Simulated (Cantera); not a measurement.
Hydrocarbon pyrolysis for carbon deposition

A perfectly stirred reactor is fed with 26.3 % C₂H₆, 73.7 % N₂, at 0.987 atm; it is held at 1673 K, and followed from long to short residence time.

Detailed kinetics in Cantera: GRI-Mech 3.0 (53 species, 325 reactions). GRI-Mech 3.0 stops at C3 and has no aromatics, soot or wall deposition, so with more carbon than oxygen in the feed, carbon stays in small species such as C2H2 where larger ones or solid carbon would form.

| τ (s) | x C₂H₆ | x H | x H₂ | x C₂H₄ | x CH₂ | x CH₄ |
|---|---|---|---|---|---|---|
| 24 | 3.66e-6 | 6.60e-5 | 0.327 | 0.00324 | 1.10e-8 | 0.0133 |
| 7.2 | 5.54e-6 | 6.65e-5 | 0.325 | 0.00322 | 1.32e-8 | 0.0155 |
| 2.2 | 1.15e-5 | 6.79e-5 | 0.319 | 0.00317 | 1.86e-8 | 0.0204 |
| 0.68 | 2.97e-5 | 7.12e-5 | 0.309 | 0.00315 | 3.07e-8 | 0.0291 |
| 0.21 | 8.24e-5 | 7.86e-5 | 0.295 | 0.00329 | 5.63e-8 | 0.0407 |
| 0.064 | 0.000226 | 9.43e-5 | 0.281 | 0.00395 | 1.12e-7 | 0.0523 |
| 0.020 | 0.000584 | 0.000121 | 0.269 | 0.00573 | 2.28e-7 | 0.0614 |
| 0.0060 | 0.00153 | 0.000160 | 0.255 | 0.0101 | 4.85e-7 | 0.0699 |
| 0.0018 | 0.00405 | 0.000207 | 0.234 | 0.0198 | 1.02e-6 | 0.0787 |
x: mole fraction; the columns are a selection and need not sum to one.
